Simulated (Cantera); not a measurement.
Charge: 1 mol SiH2Cl2, 33 mol H2, 0.13 mol C3H8, held at 0.133 bar.

Equilibrium computed with Cantera from the NASA thermochemical tables; the gas is ideal and each condensed phase is pure. Candidate condensed phases: C, C6H6, C7H8, C8H18, Si, SiC; 109 gas species. Mutual solubility and eutectic melting of coexisting phases are not modelled. The tables' values for SiCl, SiCl3 are old estimates; treat these amounts as uncertain. Gases not in the tables: Si2H6 and higher silanes. Rates play no part.

x: gas mole fraction; n: condensed amount in mol.

```tsv
T (°C)	x H2	x H	x HCl	x Si	n Si(s)	n SiC(s)	n Si(l)
977	0.956	1.29e-6	0.0367	6.23e-11	0.350	0.390	0
1077	0.952	6.37e-6	0.0416	1.50e-9	0.378	0.390	0
1177	0.951	2.53e-5	0.0427	2.31e-8	0.379	0.390	0
1277	0.951	8.41e-5	0.0427	2.49e-7	0.373	0.390	0
1377	0.950	0.000243	0.0424	2.01e-6	0.365	0.390	0
1477	0.950	0.000621	0.0430	1.13e-5	0	0.390	0.375
1577	0.948	(withheld)	0.0441	(withheld)	0	0.390	0.392
1677	0.946	0.00305	0.0450	0.000179	0	0.390	0.400
1777	0.942	0.00603	0.0456	0.000580	0	0.389	0.392
1877	0.935	0.0112	0.0459	0.00168	0	0.386	0.348
1977	0.923	0.0195	0.0456	0.00444	0	0.375	0.222
2077	0.904	(withheld)	0.0455	(withheld)	0	(withheld)	0
2177	0.879	0.0516	0.0468	0.0127	0	0.201	0
```

Task: What belongs in the gaps?

Result: 
- 2077, x H: 0.0325
- 2077, x Si: 0.00957
- 2077, n SiC(s): 0.340
- 1577, x H: 0.00144
- 1577, x Si: 4.84e-5
